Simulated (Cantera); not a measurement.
## Thermodynamics of fluorocarbon and chlorocarbon gases, feed CH₂F₂ + H₂

Feed: 1 mol CH₂F₂, 7.1 mol H₂, at 1000 Pa.

These are equilibrium values from Cantera (NASA tables, ideal gas, pure condensed phases), not measurements of a reactor. Candidate condensed phases: C, C₆H₆, C₇H₈, C₈H₁₈; 110 gas species. Ions and electrons are included (thermal ionisation). Equilibrium is a limit: real reactors are often held back by kinetics, nucleation or transport.

From 2227 °C to 2477 °C the condensed part is C(graphite). From 2727 °C to 4727 °C nothing is condensed. The main C-bearing gas is C₂H₂ (acetylene) at 2227 °C and C at 4727 °C.

```csv
T (°C),log p H,log p H₂,log p HF,log p F,log p C,log p C₃,log p C₂H₂ (acetylene),log p C₂,n C(graphite)
2227,-2.71,-2.22,-2.70,-5.87,-6.78,-6.30,-4.19,-7.34,0.863
2477,-2.37,-2.41,-2.77,-5.15,-5.42,-4.77,-3.96,-5.79,0.640
2727,-2.18,-2.76,-2.86,-4.48,-4.41,-3.86,-4.21,-4.73,0
2977,-2.11,-3.23,-2.96,-3.86,-3.85,-3.95,-5.15,-4.42,0
3227,-2.08,-3.71,-3.14,-3.38,-3.47,-4.37,-6.27,-4.38,0
3477,-2.08,-4.16,-3.47,-3.13,-3.32,-5.26,-7.62,-4.69,0
3727,-2.08,-4.56,-3.90,-3.03,-3.29,-6.33,-9.00,-5.16,0
3977,-2.07,-4.91,-4.33,-3.00,-3.29,-7.35,-10.26,-5.62,0
4227,-2.07,-5.23,-4.72,-2.99,-3.28,-8.26,-11.39,-6.03,0
4477,-2.07,-5.51,-5.09,-2.99,-3.28,-9.08,-12.41,-6.41,0
4727,-2.07,-5.76,-5.42,-2.98,-3.28,-9.82,-13.32,-6.75,0
```
log p: log10 of the partial pressure in bar; n: condensed amount in mol.
